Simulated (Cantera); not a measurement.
**Equilibrium for carbothermic reduction: Ta2O5 + CH4 + H2**

Feed: 1 mol Ta2O5, a varied amount of CH4, 13 mol H2, at 900 Torr.

Method: chemical equilibrium by Gibbs-energy minimisation in Cantera with the NASA 1993 tables (ideal gas, pure condensed phases). Candidate condensed phases: C, C6H6, C7H8, C8H18, H2O, Ta, TaC, Ta2O5; 113 gas species. Mutual solubility and eutectic melting of coexisting phases are not modelled. TaC: taken at fixed stoichiometry. Condensed phases not in the tables: Ta2C. Rates play no part.

Question: Map the stable condensed phases over T = 1075, 1150, 1225, 1300, 1375, 1450, 1525, 1600, 1675, 1750, 1825, 1900, 1975, 2050 K and n(CH4) in mol = 0.32, 0.39, 0.49, 0.6, 0.75, 0.93, 1.2, 1.4, 1.8, 2.2.

Answer: 
```
T in K \ n(CH4) in mol
         0.32 0.39 0.49  0.6 0.75 0.93  1.2  1.4  1.8  2.2
   2050     A    A    A    A    A    A    A    A    A    A
   1975     A    A    A    A    A    A    A    A    A    A
   1900     A    A    A    A    A    A    A    A    A    A
   1825     A    A    A    A    A    A    A    A    A    A
   1750     A    A    A    A    A    A    A    A    A    A
   1675     A    A    A    A    A    A    A    A    A    A
   1600     A    A    A    A    A    A    A    A    A    A
   1525     A    A    A    A    A    A    A    A    A    A
   1450     A    A    A    A    A    A    A    A    A    A
   1375     A    A    A    A    A    A    A    A    A    A
   1300     A    A    A    A    A    A    A    A    A    A
   1225     A    A    A    A    A    A    A    A    A    B
   1150     A    A    A    A    B    B    B    B    B    B
   1075     A    A    A    A    B    B    B    B    B    B
```
A: TaC + Ta2O5; B: C + TaC + Ta2O5.
